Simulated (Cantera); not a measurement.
AlN + H₂ + N₂ (nitride etching)

Input: 1 mol AlN, 580 mol H₂, 1.8 mol N₂, held at 0.190 bar.

These are equilibrium values from Cantera (NASA tables, ideal gas, pure condensed phases), not measurements of a reactor. Candidate condensed phases: Al, AlN; 13 gas species. Equilibrium is a limit: real reactors are often held back by kinetics, nucleation or transport.

```json
[
 {"T (°C)": "1275", "x H₂": "0.997", "x H": "7.05e-5", "x N₂": "0.00309", "x Al": "6.54e-8", "x AlH": "2.86e-8", "x NH₃": "5.66e-7", "x Al₂": "<1e-12", "x NH₂": "1.11e-10", "n AlN(s)": "1.000"},
 {"T (°C)": "1325", "x H₂": "0.997", "x H": "0.000122", "x N₂": "0.00309", "x Al": "3.07e-7", "x AlH": "1.13e-7", "x NH₃": "4.94e-7", "x Al₂": "<1e-12", "x NH₂": "1.74e-10", "n AlN(s)": "1.000"},
 {"T (°C)": "1375", "x H₂": "0.997", "x H": "0.000204", "x N₂": "0.00309", "x Al": "1.31e-6", "x AlH": "4.07e-7", "x NH₃": "4.34e-7", "x Al₂": "<1e-12", "x NH₂": "2.64e-10", "n AlN(s)": "0.999"},
 {"T (°C)": "1425", "x H₂": "0.997", "x H": "0.000331", "x N₂": "0.00310", "x Al": "5.12e-6", "x AlH": "1.36e-6", "x NH₃": "3.85e-7", "x Al₂": "9.69e-12", "x NH₂": "3.93e-10", "n AlN(s)": "0.996"},
 {"T (°C)": "1475", "x H₂": "0.996", "x H": "0.000523", "x N₂": "0.00310", "x Al": "1.85e-5", "x AlH": "4.23e-6", "x NH₃": "3.44e-7", "x Al₂": "8.90e-11", "x NH₂": "5.70e-10", "n AlN(s)": "0.987"},
 {"T (°C)": "1525", "x H₂": "0.996", "x H": "0.000806", "x N₂": "0.00313", "x Al": "6.19e-5", "x AlH": "1.23e-5", "x NH₃": "3.10e-7", "x Al₂": "7.16e-10", "x NH₂": "8.14e-10", "n AlN(s)": "0.957"},
 {"T (°C)": "1575", "x H₂": "0.995", "x H": "0.00121", "x N₂": "0.00320", "x Al": "0.000192", "x AlH": "3.36e-5", "x NH₃": "2.83e-7", "x Al₂": "5.06e-9", "x NH₂": "1.15e-9", "n AlN(s)": "0.868"},
 {"T (°C)": "1625", "x H₂": "0.994", "x H": "0.00179", "x N₂": "0.00341", "x Al": "0.000552", "x AlH": "8.49e-5", "x NH₃": "2.64e-7", "x Al₂": "3.09e-8", "x NH₂": "1.62e-9", "n AlN(s)": "0.629"},
 {"T (°C)": "1675", "x H₂": "0.992", "x H": "0.00258", "x N₂": "0.00390", "x Al": "0.00144", "x AlH": "0.000197", "x NH₃": "2.58e-7", "x Al₂": "1.59e-7", "x NH₂": "2.33e-9", "n AlN(s)": "0.0440"},
 {"T (°C)": "1725", "x H₂": "0.991", "x H": "0.00366", "x N₂": "0.00394", "x Al": "0.00153", "x AlH": "0.000186", "x NH₃": "2.37e-7", "x Al₂": "1.36e-7", "x NH₂": "3.11e-9", "n AlN(s)": "0"},
 {"T (°C)": "1775", "x H₂": "0.989", "x H": "0.00511", "x N₂": "0.00393", "x Al": "0.00154", "x AlH": "0.000169", "x NH₃": "2.18e-7", "x Al₂": "1.08e-7", "x NH₂": "4.07e-9", "n AlN(s)": "0"}
]
```
x: gas mole fraction; n: condensed amount in mol.

From 1275 °C to 1675 °C the condensed part is AlN(s). From 1725 °C to 1775 °C nothing is condensed. The main Al-bearing gas is Al throughout.
